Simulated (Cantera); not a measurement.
Standard-state values (1 bar) from the NASA 1993 polynomials, evaluated with Cantera. Values are per mole of reaction as written; species without (g) are pure solids or liquids, kept so even where they would boil at 1 bar.

Question: Between 300 and 2050 K, where is each reaction favourable under standard conditions?
- 3 CuF2(g) + 2 NH3(g) → 3 Cu + N2(g) + 6 HF(g)

Answer: 
- 3 CuF2(g) + 2 NH3(g) → 3 Cu + N2(g) + 6 HF(g): ΔG° is -787 kJ at 300 K and -1140 kJ at 2050 K; it stays negative (K > 1). ΔH° is -660 kJ and ΔS° 234 J/K at 2050 K.
